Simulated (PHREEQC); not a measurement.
Consider water at 20 °C with 140 mmol/kgw HF and 3 mmol/kgw NH4F. Closed to the air; pH follows from the charge balance.

Computed with PHREEQC (ion-association model, phreeqc.dat).

Each row changes one thing in this solution. This is a speciation only: nothing precipitates in the calculation.

```json
[
 {"case": "as made", "pH": "1.99", "ionic strength (mol/kgw)": "0.0145", "HF (mol/kgw)": "0.124", "F- (mol/kgw)": "0.00993", "HF2- (mol/kgw)": "0.00453", "NH3 (mol/kgw)": "1.01e-10"},
 {"case": "temperature from 20 to 25 °C", "pH": "2.00", "ionic strength (mol/kgw)": "0.0140", "HF (mol/kgw)": "0.124", "F- (mol/kgw)": "…", "HF2- (mol/kgw)": "0.00453", "NH3 (mol/kgw)": "1.51e-10"},
 {"case": "HF from 0.14 to 0.21 mol/kgw", "pH": "1.85", "ionic strength (mol/kgw)": "0.0188", "HF (mol/kgw)": "0.187", "F- (mol/kgw)": "0.0111", "HF2- (mol/kgw)": "0.00764", "NH3 (mol/kgw)": "7.31e-11"},
 {"case": "0.0073 mol/kgw KHCO3 added", "pH": "2.12", "ionic strength (mol/kgw)": "0.0188", "HF (mol/kgw)": "0.118", "F- (mol/kgw)": "0.0131", "HF2- (mol/kgw)": "0.00571", "NH3 (mol/kgw)": "1.35e-10"},
 {"case": "0.046 mol/kgw KCl added", "pH": "1.97", "ionic strength (mol/kgw)": "0.0615", "HF (mol/kgw)": "0.123", "F- (mol/kgw)": "0.0107", "HF2- (mol/kgw)": "0.00483", "NH3 (mol/kgw)": "8.73e-11"},
 {"case": "HF from 0.14 to 0.014 mol/kgw", "pH": "2.72", "ionic strength (mol/kgw)": "0.00505", "HF (mol/kgw)": "0.0117", "F- (mol/kgw)": "0.00484", "HF2- (mol/kgw)": "0.000209", "NH3 (mol/kgw)": "…"},
 {"case": "HF from 0.14 to 0.154 mol/kgw", "pH": "1.96", "ionic strength (mol/kgw)": "0.0153", "HF (mol/kgw)": "0.137", "F- (mol/kgw)": "0.0102", "HF2- (mol/kgw)": "0.00513", "NH3 (mol/kgw)": "9.40e-11"},
 {"case": "NH4F from 0.003 to 0.0045 mol/kgw", "pH": "2.01", "ionic strength (mol/kgw)": "0.0154", "HF (mol/kgw)": "0.124", "F- (mol/kgw)": "0.0106", "HF2- (mol/kgw)": "0.00483", "NH3 (mol/kgw)": "1.60e-10"}
]
```

Question: Complete the blanks.

Answer: 
- temperature from 20 to 25 °C, F- (mol/kgw): 0.00948
- HF from 0.14 to 0.014 mol/kgw, NH3 (mol/kgw): 5.77e-10
